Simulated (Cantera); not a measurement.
A freely propagating, adiabatic, planar premixed flame of CH4 : O2 : N2 = 1 : 1.54 : 5.38 (molar parts), unburnt at 525 K and 68000 Pa; mixture-averaged transport, grid criteria slope 0.08 and curve 0.16, no radiation.

Computed with Cantera and GRI-Mech 3.0 (53 species, 325 reactions). Burning velocities carry a grid error of a few per cent, more on coarse grids.

**Question.** How do the results move with these cheaper or finer settings: unity-Lewis-number transport; multicomponent transport; multicomponent+Soret transport; grid criteria slope 0.5, curve 1; grid criteria slope 0.25, curve 0.5; grid criteria slope 0.03, curve 0.06?

**Answer.** 
```tsv
setting	laminar burning velocity	thermal thickness	peak x(H)	peak x(CH2O)	grid points
as above	96.5 cm/s	0.511 mm	0.0118	0.00122	151
unity-Lewis-number transport	59.9 cm/s	0.685 mm	0.0143	0.000814	133
multicomponent transport	96.4 cm/s	0.519 mm	0.0118	0.00122	153
multicomponent+Soret transport	96.4 cm/s	0.511 mm	0.0120	0.00124	155
grid criteria slope 0.5, curve 1	107 cm/s	0.566 mm	0.0126	0.00122	43
grid criteria slope 0.25, curve 0.5	100 cm/s	0.527 mm	0.0121	0.00122	68
grid criteria slope 0.03, curve 0.06	95.5 cm/s	0.508 mm	0.0117	0.00122	364
```
The base run took roughly 10 core-seconds.
Unity Lewis numbers drop preferential diffusion, which matters most where H2 and H carry the flame; Soret adds thermal diffusion.
